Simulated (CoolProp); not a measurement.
Saturated liquid density (kg/m³) of hydrogen chloride: the reference equation beside estimates from Tc = 324.7 K, pc = 8.314 MPa, ω = 0.130. Rackett uses Z = 0.29056 − 0.08775 ω.

Values from CoolProp's reference Helmholtz-energy equation of state, Thol 2018.

```csv
T (K),reference,Rackett,Soave-Redlich-Kwong
197.9,1161,1067,1021
204.7,1143,1050,1005
211.5,1125,1034,987.4
218.3,1107,1017,969.2
225.1,1087,999.4,950.2
232,1067,981.1,929.8
238.8,1047,962.5,908.7
245.6,1026,943.1,886.4
252.4,1003,922.9,862.7
259.2,980.1,901.8,837.6
```

Absolute difference from the reference over all 10 rows, mean and median: Rackett 8.1 and 8.1 %, Soave-Redlich-Kwong 13.0 and 12.7 %.
